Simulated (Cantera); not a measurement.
Charge: 1 mol Al₂O₃, 0.01 mol H₂, at 0.470 bar.

Cantera equilibrium calculation (NASA polynomials, part measured and part estimated; ideal gas, pure solids and liquids). Candidate condensed phases: Al, Al₂O₃, H₂O; 19 gas species. The tables' values for AlOH are old estimates; treat these amounts as uncertain. The numbers say what is thermodynamically allowed, not how fast it happens. All values below are at 2400 K.

Base state: H₂ 0.972, H 0.0229, H₂O 0.00292, Al 0.000962, Al₂O 0.000624, AlOH 0.000205, AlH 8.75e-5, OH 1.26e-5 (mole fractions); condensed: Al₂O₃(l).

**Question.** What changes in the equilibrium state with this change: 0.043 mol NH₃ added?

**Answer.** 
```
species          before     after
-------------  --------  --------
H₂                0.972     0.754
N₂                    0     0.221
H                0.0229    0.0202
Al             0.000962  0.000839
AlH             8.75e-5   6.72e-5
Al₂O           0.000624  0.000520
Al₂O₃(l), mol     1.000     1.000
```
Further candidate phases: AlN.
